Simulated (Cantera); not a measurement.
A Cantera script and what it prints.

```python
import numpy as np
import cantera as ct

gas_names = [...]  # 136 gases of nasa_gas.yaml made of C, H, N, O
cond_names = """
    C(gr) C6H6(L) C7H8(L) C8H18(L),n-octa H2O(s) H2O(L)
""".split()


# ... load() reads the species with a 1 bar reference pressure and builds the phases ...
atoms = {
    'toluene': {'C': 7, 'H': 8},
    'H2': {'H': 2},
    'N2': {'N': 2},
    'O2': {'O': 2},
}
top_T = {'C(gr)': 4500}  # K; cautious upper limits of use, not melting points


# ... equilibrate(T, P, feed) seeds the gas with the atoms and calls Mixture.equilibrate('TP', solver="vcs", rtol=1e-11, max_steps=5000) ...
results = []
feed = {'toluene': 1, 'H2': 2.4, 'N2': 26, 'O2': 0.55}  # mol
P = 810  # Pa
for T in [2275, 2325, 2375, 2425, 2475, 2525, 2575, 2625, 2675, 2725, 2775, 2825, 2875]:
    mix = equilibrate(T, P, feed)
    results.append((T, P, feed, dict(zip(mix.species_names, mix.species_moles))))

top = {s: max(r[3][s] / sum(r[3][g] for g in gas_names) for r in results) for s in gas_names}
cols = sorted((s for s in top if top[s] > 1e-06), key=lambda s: -top[s])[:9]
seen = [c for c in cond_names if any(r[3].get(c, 0) > 1e-12 for r in results)]
print("log10 of partial pressures in bar; condensed amounts in mol")
print(f"{'T/K':>10s}" + "".join(f"{s[:9]:>10s}" for s in cols + seen))
for T, P, feed, n in results:
    ng = sum(n[g] for g in gas_names)
    print(f"{T:10.4g}" + "".join(f"{np.log10(max(n[s] / ng * P / 1e5, 1e-99)):10.3f}" for s in cols)
          + "".join(f"{n.get(c, 0):10.4g}" for c in seen))
```

It prints:

```
log10 of partial pressures in bar; condensed amounts in mol
       T/K        N2         H        H2        CO       HCN        CN        C3       HNC         C     C(gr)
      2275    -2.214    -3.514    -2.886    -3.583    -3.969    -5.987    -7.980    -5.024    -8.256     5.359
      2325    -2.217    -3.411    -2.905    -3.586    -3.916    -5.775    -7.578    -4.941    -7.903     5.275
      2375    -2.220    -3.315    -2.929    -3.588    -3.868    -5.572    -7.194    -4.865    -7.565     5.185
      2425    -2.224    -3.226    -2.958    -3.592    -3.825    -5.378    -6.827    -4.795    -7.240     5.089
      2475    -2.228    -3.144    -2.992    -3.595    -3.788    -5.192    -6.474    -4.732    -6.930     4.986
      2525    -2.233    -3.069    -3.033    -3.599    -3.756    -5.014    -6.136    -4.675    -6.631     4.877
      2575    -2.238    -3.000    -3.080    -3.603    -3.730    -4.843    -5.812    -4.625    -6.344     4.759
      2625    -2.244    -2.939    -3.134    -3.608    -3.710    -4.680    -5.500    -4.582    -6.068     4.626
      2675    -2.249    -2.885    -3.196    -3.613    -3.695    -4.522    -5.201    -4.545    -5.803     4.464
      2725    -2.256    -2.838    -3.267    -3.618    -3.687    -4.371    -4.913    -4.516    -5.547     4.251
      2775    -2.262    -2.798    -3.345    -3.624    -3.685    -4.225    -4.635    -4.493    -5.301     3.945
      2825    -2.269    -2.765    -3.432    -3.630    -3.689    -4.085    -4.368    -4.477    -5.063     3.473
      2875    -2.278    -2.740    -3.528    -3.637    -3.700    -3.951    -4.111    -4.469    -4.834     2.714
```

These are equilibrium values from Cantera (NASA tables, ideal gas, pure condensed phases), not measurements of a reactor.
